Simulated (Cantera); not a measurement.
A closed system holds: 1 mol CuO, 1.9 mol CO, 2.5 mol H2, at 0.00760 bar.

Cantera equilibrium calculation (NASA polynomials, part measured and part estimated; ideal gas, pure solids and liquids). Candidate condensed phases: C, C6H6, C7H8, C8H18, Cu, CuO, Cu(OH)2, Cu2O, H2O; 113 gas species. Equilibrium is a limit: real reactors are often held back by kinetics, nucleation or transport.

log p: log10 of the partial pressure in bar; n: condensed amount in mol.

| T (K) | log p H2 | log p CO | log p Cu | log p H2O | log p CO2 | log p H | log p OH | n Cu(s) | n Cu(l) |
|---|---|---|---|---|---|---|---|---|---|
| 898 | -2.44 | -2.65 | -12.79 | -3.15 | -2.99 | -11.18 | <-14 | 1.00 | 0 |
| 1098 | -2.48 | -2.60 | -9.25 | -3.01 | -3.13 | -8.85 | ? | 1.00 | 0 |
| 1298 | -2.50 | -2.57 | -6.82 | -2.94 | -3.25 | -7.22 | ? | 1.000 | 0 |
| 1498 | -2.52 | -2.55 | -5.10 | -2.90 | -3.34 | -6.02 | ? | 0 | 0.995 |
| 1698 | -2.54 | -2.55 | -3.81 | -2.88 | -3.42 | -5.11 | ? | 0 | 0.908 |
| 1898 | -2.63 | -2.62 | -2.85 | -2.95 | -3.56 | -4.42 | ? | 0 | 0 |
| 2098 | -2.64 | -2.62 | -2.86 | -2.94 | -3.61 | -3.83 | ? | 0 | 0 |

Some entries are withheld; supply them.


- 1098, log p OH: -11.73
- 1298, log p OH: -9.54
- 1498, log p OH: -7.95
- 1698, log p OH: -6.74
- 1898, log p OH: -5.83
- 2098, log p OH: -5.06
